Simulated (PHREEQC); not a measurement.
Consider water at 93 °C with 0.0038 mol H2SO4, 0.072 mol CuSO4 and 0.0011 mol MnSO4 per kg of water. Closed to the air; pH follows from the charge balance.

Model: ion-association model, phreeqc.dat, run in PHREEQC.

Q: The ionic strength comes out as 0.153 mol/kgw. What activity coefficients do H+, Cu2(OH)2+2, SO4-2, Cu+2, Mn+2 get?

A: H+ 0.79, Cu2(OH)2+2 0.28, SO4-2 0.28, Cu+2 0.31, Mn+2 0.31.

No solid was allowed to form. Complexes and solids missing from the database can't appear. At this temperature some constants are extrapolated from 25 °C, and those without enthalpy data are left unchanged.
